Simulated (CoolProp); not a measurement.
Vapour-liquid equilibrium of ammonia (1) + benzene (2) at 11.65 °C; x and y are mole fractions of (1).

Values from CoolProp's multi-fluid Helmholtz-energy mixture model, Gao 2020 and Thol 2012; pair parameters Bell 2016.

```
x     bubble pressure (MPa)  y at the bubble point  dew pressure at overall composition x (MPa)  liquid density (mol/L)
----  ---------------------  ---------------------  -------------------------------------------  ----------------------
0.05                 0.1075                  0.939                                          [?]                   11.81
0.15                 0.2805                  0.977                                     0.007788                   12.80
0.25                 0.4011                  0.984                                     0.008829                   13.94
0.35                 0.4714                  0.987                                      0.01019                   15.27
0.45                 0.5059                  0.988                                      0.01204                   16.84
0.55                 0.5215                  0.989                                      0.01472                   18.74
0.65                 0.5319                  0.989                                      0.01892                   21.07
0.75                 0.5474                    [?]                                      0.02648                   24.03
0.85                 0.5750                  0.992                                      0.04407                   27.89
0.95                 0.6202                    [?]                                          [?]                   33.15
```

### Question
Some entries are withheld; supply them.

### Answer

- 0.05, dew pressure at overall composition x (MPa): 0.006966
- 0.75, y at the bubble point: 0.990
- 0.95, y at the bubble point: 0.997
- 0.95, dew pressure at overall composition x (MPa): 0.1313

No azeotrope shows between x = 0.05 and 0.95.

Pair parameters are fitted to limited data, so mixtures are less certain than the pure fluids. With so large a gap from Raoult's law the liquid may split in two, which this calculation doesn't test in full.
